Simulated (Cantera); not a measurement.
A closed system holds: 1 mol TiC, 1.5 mol H2, held at 72.0 Pa.

Equilibrium computed with Cantera from the NASA thermochemical tables; the gas is ideal and each condensed phase is pure. Candidate condensed phases: C, C6H6, C7H8, C8H18, Ti, TiC; 77 gas species. TiC: taken at fixed stoichiometry. Rates play no part.

### Question
At 2800 K, list the 4 most abundant gas species with their mole fractions, and the condensed phases.

### Answer
H 0.813, Ti 0.0815, H2 0.0712, C3 0.0205. Condensed: TiC(s).
